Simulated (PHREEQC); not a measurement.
A solution holds 0.0057 mol MgCl2, 0.3 mol Na2SO4 and 0.063 mol KCl per kg of water, at 60 °C. Closed to the air; pH follows from the charge balance.

All values are PHREEQC results (ion-association model, phreeqc.dat), not measurements.

This is a speciation only: nothing precipitates in the calculation.

Task: Order these S species by the share of S that they hold, largest first: MgSO4, NaSO4-, SO4-2, KSO4-.

Result: SO4-2 (61 %), NaSO4- (32 %), KSO4- (5.1 %), MgSO4 (1.5 %)

The ionic strength is 0.740 mol/kgw. Ionic strength above about 0.7 mol/kgw puts this run outside the model's range. Species that the database lacks are ignored. Away from 25 °C the constants follow the database's enthalpies or fits; those with neither stay at their 25 °C values.
